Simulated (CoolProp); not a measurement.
Properties of n-hexane at several states (Tc = 234.7 °C, pc = 30.44 bar, ω = 0.300).

The numbers come from the reference Helmholtz-energy equation of state, Thol 2019 in CoolProp.

```json
[
 {"T (°C)": "195.15", "p (bar)": "7.77", "phase": "gas", "cp (kJ/(kg K))": "___", "speed of sound (m/s)": "190.3", "viscosity (µPa s)": "10.4", "conductivity (mW/(m K))": "___", "fugacity coefficient": "___"},
 {"T (°C)": "-24.15", "p (bar)": "1.41", "phase": "liquid", "cp (kJ/(kg K))": "2.095", "speed of sound (m/s)": "1307", "viscosity (µPa s)": "518", "conductivity (mW/(m K))": "___", "fugacity coefficient": "___"},
 {"T (°C)": "74.75", "p (bar)": "20.3", "phase": "liquid", "cp (kJ/(kg K))": "2.491", "speed of sound (m/s)": "___", "viscosity (µPa s)": "195", "conductivity (mW/(m K))": "107", "fugacity coefficient": "0.06251"},
 {"T (°C)": "207.75", "p (bar)": "0.229", "phase": "gas", "cp (kJ/(kg K))": "2.467", "speed of sound (m/s)": "219.1", "viscosity (µPa s)": "10.1", "conductivity (mW/(m K))": "33.1", "fugacity coefficient": "0.9968"}
]
```

**Question.** Some entries are withheld; supply them.

**Answer.** 
- 195.15, cp (kJ/(kg K)): 2.554
- 195.15, conductivity (mW/(m K)): 31.4
- 195.15, fugacity coefficient: 0.8833
- -24.15, conductivity (mW/(m K)): 137
- -24.15, fugacity coefficient: 0.01017
- 74.75, speed of sound (m/s): 878.1

Viscosity comes from a separate model (Michailidou 2013). Thermal conductivity comes from a separate model (Assael 2013).
